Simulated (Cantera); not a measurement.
Charge: 1 mol TiO₂, 8.2 mol Cl₂, held at 1202 °C and 0.0100 bar.

Equilibrium computed with Cantera from the NASA thermochemical tables; the gas is ideal and each condensed phase is pure. Candidate condensed phases: Ti, TiCl₂, TiCl₃, TiCl₄, TiO, TiO₂, Ti₂O₃, Ti₃O₅, Ti₄O₇; 15 gas species. Kinetics and transport are ignored.

Q: What is the equilibrium state?

A: 
```json
{
  "x(Cl₂)": "0.594",
  "x(Cl)": "0.379",
  "x(TiCl₄)": "0.0132",
  "x(O₂)": "0.0132",
  "x(ClO)": "0.000111",
  "x(TiOCl₂)": "1.08e-5",
  "x(TiCl₃)": "9.92e-6",
  "x(O)": "3.30e-6",
  "n(TiO₂(rutile))": "0.866 mol",
  "gas_amount": "10.12 mol",
  "log10 activity of Ti₄O₇(s) (absent)": "-5.81",
  "log10 activity of TiCl₄(l) (absent)": "-5.89",
  "log10 activity of Ti₃O₅(s) (absent)": "-5.95"
}
```
